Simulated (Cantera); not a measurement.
An isothermal, constant-pressure homogeneous reactor starts with NH3 : H2 = 1 : 2.1 (molar parts), at 2400 K and 0.0133 bar. Integrator tolerance rtol = 1e-08.

Computed with Cantera and the gas-phase N/H chemistry of the illustrative SiF4/NH3 mechanism in the Surface Chemkin manual (1991). Walls and surfaces, which speed up NH3 decomposition in real reactors, are not modelled.

Task: What does this change do: temperature 2400 to 1575 K?

Result: 
```csv
quantity,before,after
x(NH3) at 200 s,3.51e-8 (gas-phase equilibrium 3.51e-8),0.180 (gas-phase equilibrium 1.89e-7)
x(H2) at 200 s,0.764 (gas-phase equilibrium 0.764),0.766 (gas-phase equilibrium 0.878)
x(NH) at 200 s,5.56e-8 (gas-phase equilibrium 5.56e-8),3.72e-7 (gas-phase equilibrium 5.22e-12)
x(N) at 200 s,3.25e-7 (gas-phase equilibrium 3.25e-7),2.17e-8 (gas-phase equilibrium 1.14e-12)
x(NH2) at 200 s,1.80e-8 (gas-phase equilibrium 1.80e-8),4.47e-5 (gas-phase equilibrium 1.71e-10)
x(N2H4) at 200 s,<1e-12 (gas-phase equilibrium <1e-12),1.03e-9 (gas-phase equilibrium <1e-12)
```
